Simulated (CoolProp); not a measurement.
Vapour-liquid equilibrium of toluene (1) + p-xylene (2) at 403.8 K; x and y are mole fractions of (1).

Values from CoolProp's multi-fluid Helmholtz-energy mixture model, Lemmon 2006 and Zhou 2012; pair parameters Bell 2016.

```
x     bubble pressure (bar)  y at the bubble point  dew pressure at overall composition x (bar)  liquid density (mol/L)
----  ---------------------  ---------------------  -------------------------------------------  ----------------------
0.05                 0.8669                  0.097                                       0.8442                   7.212
0.2                     [?]                  0.340                                       0.9202                     [?]
0.35                    [?]                    [?]                                        1.011                   7.508
0.5                   1.281                  0.671                                        1.122                   7.663
0.65                  1.418                  0.790                                        1.259                   7.825
0.8                     [?]                  0.888                                        1.431                     [?]
0.95                  1.688                    [?]                                        1.649                   8.168
```

Task: Fill in the missing entries.

Result: 
- 0.2, bubble pressure (bar): 1.004
- 0.2, liquid density (mol/L): 7.357
- 0.35, bubble pressure (bar): 1.143
- 0.35, y at the bubble point: 0.525
- 0.8, bubble pressure (bar): 1.553
- 0.8, liquid density (mol/L): 7.993
- 0.95, y at the bubble point: 0.974

No azeotrope shows between x = 0.05 and 0.95.

Pair parameters are fitted to limited data, so mixtures are less certain than the pure fluids.
